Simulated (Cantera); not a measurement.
Input (Python, Cantera) and output of one run.

```python
import numpy as np
import cantera as ct

gas_names = """
    Fe H H2 H2S S SH S2 S8
""".split()
cond_names = """
    Fe(a) Fe(c) Fe(d) Fe(L) FeS(a) FeS(b) FeS(c) FeS(L) FeS2(s) S(cr1) S(cr2) S(L)
""".split()


# ... load() reads the species with a 1 bar reference pressure and builds the phases ...
atoms = {
    'FeS': {'Fe': 1, 'S': 1},
    'H2': {'H': 2},
}
top_T = {'FeS2(s)': 1010}  # K; cautious upper limits of use, not melting points


# ... equilibrate(T, P, feed) seeds the gas with the atoms and calls Mixture.equilibrate('TP', solver="vcs", rtol=1e-11, max_steps=5000) ...
results = []
feed = {'FeS': 1, 'H2': 1.2}  # mol
T = 1150  # K
P = 1333.22  # Pa
mix = equilibrate(T, P, feed)
results.append((T, P, feed, dict(zip(mix.species_names, mix.species_moles))))
x = sorted(zip(gas.X, gas.species_names), reverse=True)
print(f"T = {T:g} K  P = {P:g} Pa  gas = {mix.phase_moles(0):.4g} mol")
print("   x: " + "  ".join(f"{s} {v:.3e}" for v, s in x if v > 0.001))
print("   condensed (mol): " + ("  ".join(f"{mix.phase(i).name} {mix.phase_moles(i):.4g}"
      for i in range(1, mix.n_phases) if mix.phase_moles(i) > 1e-12) or "none"))
```

It prints:

```
T = 1150 K  P = 1333.22 Pa  gas = 1.2 mol
   x: H2 9.969e-01  H2S 3.139e-03
   condensed (mol): Fe(a) 0.003771  FeS(c) 0.9962
```

Method: chemical equilibrium by Gibbs-energy minimisation in Cantera with the NASA 1993 tables (ideal gas, pure condensed phases). Mutual solubility and eutectic melting of coexisting phases are not modelled. FeS: taken at fixed stoichiometry.
